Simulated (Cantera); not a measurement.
Feed: 1 mol SO₂, 0.3 mol O₂, 0.84 mol H₂, at 1775 K and 54.0 Torr.

These are equilibrium values from Cantera (NASA tables, ideal gas, pure condensed phases), not measurements of a reactor. Candidate condensed phases: H₂O, H₂SO₄, S; 19 gas species. The numbers say what is thermodynamically allowed, not how fast it happens.

Q: What is the equilibrium state?

A: 
- x(SO₂): 0.500
- x(H₂O): 0.418
- x(H₂): 0.0441
- x(SO): 0.0185
- x(S₂): 0.0149
- x(H₂S): 0.00170
- x(SH): 0.00104
- x(S₂O): 0.000743
- x(S): 0.000276
- gas amount: 1.808 mol
- log10 activity of S(l) (absent): -2.93
